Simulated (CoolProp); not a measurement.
Vapour-liquid equilibrium of n-butane (1) + acetone (2) at 0.922 bar; x and y are mole fractions of (1).

The numbers come from the multi-fluid Helmholtz-energy mixture model, Bücker 2006 and Lemmon 2006; pair parameters Bell 2016 in CoolProp.

```
x     bubble temperature, mixture model (K)  bubble temperature, Raoult's law (K)  y, mixture model  y, Raoult's law
----  -------------------------------------  ------------------------------------  ----------------  ---------------
0.05                                  304.9                                 320.0             0.569            0.247
0.15                                  284.0                                 309.3             0.840            0.552
0.25                                  276.6                                 300.9             0.895            0.719
0.35                                  273.9                                 294.3             0.912            0.817
0.45                                  273.1                                 288.8             0.917            0.879
0.55                                  272.8                                 284.3             0.919            0.920
0.65                                  272.6                                 280.4             0.921            0.949
0.75                                  272.3                                 277.0             0.926            0.969
0.85                                  271.6                                 274.0             0.939            0.984
0.95                                  270.6                                 271.4             0.971            0.995
```

The largest gap from Raoult's law is -25.3 K in bubble temperature, at x = 0.15. No azeotrope shows between x = 0.05 and 0.95.

The pair parameters rest on a limited set of measurements; away from them the model extrapolates. With so large a gap from Raoult's law the liquid may split in two, which this calculation doesn't test in full.
